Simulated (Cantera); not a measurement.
A perfectly stirred reactor is fed with CH4 : CO : O2 : N2 = 1 : 0.063 : 1.27 : 4.77 (molar parts), equivalence ratio 1.6, at 3000 Torr; it is adiabatic with a 698 K inlet, and is followed from long to short residence time, starting on the burning branch (τ in s: 0.46, 0.16, 0.053, 0.018, 0.0061, 0.0021, 0.0007, 0.00024, 8e-05, 2.7e-05).

Model: GRI-Mech 3.0 (53 species, 325 reactions), integrated in Cantera.

Question: What does this change do: pressure from 3000 Torr to 760 Torr?

Answer: 
```
quantity                                                                       before                                after
------------------------------------------------  -----------------------------------  -----------------------------------
blow-out, bracketed by the residence times tried  burning at 0.240 ms, out at 80.0 µs  burning at 0.240 ms, out at 80.0 µs
x(CH4) at τ = 0.460 s                                                         7.69e-5                              5.53e-5
x(CO) at τ = 0.460 s                                                            0.101                                0.101
x(O2) at τ = 0.460 s                                                          8.91e-6                              1.81e-5
x(H) at τ = 0.460 s                                                          0.000628                              0.00140
x(N2O) at τ = 0.460 s                                                         2.92e-9                              5.19e-9
x(CH4) at τ = 2.10 ms                                                         0.00335                              0.00170
x(CO) at τ = 2.10 ms                                                           0.0925                               0.0968
x(O2) at τ = 2.10 ms                                                          0.00127                              0.00172
x(H) at τ = 2.10 ms                                                          0.000858                              0.00266
x(N2O) at τ = 2.10 ms                                                         2.59e-8                              8.19e-8
```

Question: What does this change do: inlet temperature 698 to 775 K?

Answer: 
```
quantity                                                                       before                                after
------------------------------------------------  -----------------------------------  -----------------------------------
blow-out, bracketed by the residence times tried  burning at 0.240 ms, out at 80.0 µs  burning at 0.240 ms, out at 80.0 µs
x(CH4) at τ = 0.460 s                                                         7.69e-5                              3.53e-5
x(CO) at τ = 0.460 s                                                            0.101                                0.102
x(O2) at τ = 0.460 s                                                          8.91e-6                              6.75e-6
x(H) at τ = 0.460 s                                                          0.000628                             0.000875
x(N2O) at τ = 0.460 s                                                         2.92e-9                              3.68e-9
x(CH4) at τ = 2.10 ms                                                         0.00335                              0.00220
x(CO) at τ = 2.10 ms                                                           0.0925                               0.0964
x(O2) at τ = 2.10 ms                                                          0.00127                             0.000901
x(H) at τ = 2.10 ms                                                          0.000858                              0.00117
x(N2O) at τ = 2.10 ms                                                         2.59e-8                              4.90e-8
```
